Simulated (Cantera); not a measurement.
Cantera run:

```python
import numpy as np
import cantera as ct

gas_names = """
    CL CL2 H HCL H2 N NH NH2 NH3 N2 N2H2 N2H4 Si SiCL SiCL2 SiCL3 SiCL4 SiH SiHCL3 SiH2 SiH2CL2 SiH3
    SiH3CL SiH4 SiN Si2 Si2N Si3
""".split()
cond_names = """
    NH4CL(a) NH4CL(b) Si(cr) Si(L) Si3N4(a)
""".split()


# ... load() reads the species with a 1 bar reference pressure and builds the phases ...
atoms = {
    'SiCl4': {'Si': 1, 'CL': 4},
    'N2': {'N': 2},
    'H2': {'H': 2},
}
top_T = {'Si3N4(a)': 2400}  # K; cautious upper limits of use, not melting points


# ... equilibrate(T, P, feed) seeds the gas with the atoms and calls Mixture.equilibrate('TP', solver="vcs", rtol=1e-11, max_steps=5000) ...
results = []
feed = {'SiCl4': 1, 'N2': 0.37, 'H2': 1.1}  # mol
T = 998.15  # K
P = 10000  # Pa
mix = equilibrate(T, P, feed)
results.append((T, P, feed, dict(zip(mix.species_names, mix.species_moles))))
print(gas.report(threshold=1e-06))
for i in range(1, mix.n_phases):
    print(f"{mix.phase(i).name:16s} {mix.phase_moles(i):12.5e} mol")
```

Output:

```
       temperature   998.15 K
          pressure   10000 Pa
           density   0.080745 kg/m^3
  mean mol. weight   67.011 kg/kmol
   phase of matter   gas

                          1 kg             1 kmol
                     ---------------   ---------------
          enthalpy        -2.919e+06        -1.956e+08  J
   internal energy       -3.0428e+06        -2.039e+08  J
           entropy            4587.5        3.0741e+05  J/K
    Gibbs function        -7.498e+06       -5.0245e+08  J
 heat capacity c_p            795.96             53338  J/K
 heat capacity c_v            671.89             45024  J/K

                      mass frac. Y      mole frac. X     chem. pot. / RT
                     ---------------   ---------------   ---------------
               HCL           0.20982           0.38566           -38.651
                H2         0.0071478           0.23759           -21.241
               NH3        4.9354e-07        1.9419e-06           -46.698
                N2           0.03384          0.080947           -29.673
             SiCL2        2.3657e-06        1.6016e-06           -73.124
             SiCL3        0.00027834        0.00013874           -101.16
             SiCL4           0.74636            0.2944           -129.19
            SiHCL3         0.0025446         0.0012589           -111.78
     [  +20 minor]        8.7615e-07        5.8789e-07

Si(cr)            0.00000e+00 mol
Si3N4(a)          8.17149e-02 mol
```

These are equilibrium values from Cantera (NASA tables, ideal gas, pure condensed phases), not measurements of a reactor. N2 is the only nitrogen source here; it is nearly inert below about 1500 K, so the nitride shown seldom forms there in practice. The tables' values for SiCl3 are old estimates; treat these amounts as uncertain.
